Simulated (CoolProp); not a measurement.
Values from CoolProp's reference Helmholtz-energy equation of state, Zhou 2011.

**Question.** Give the vapour pressure (kPa), vapour density (kg/m³), surface tension (mN/m) of saturated dimethyl carbonate at 82.95 °C.

**Answer.** 
```tsv
T (°C)	p (kPa)	vapour density (kg/m³)	surface tension (mN/m)
82.95	80.2	2.50	20.0
```

Surface tension comes from a separate correlation (Mulero 2014).
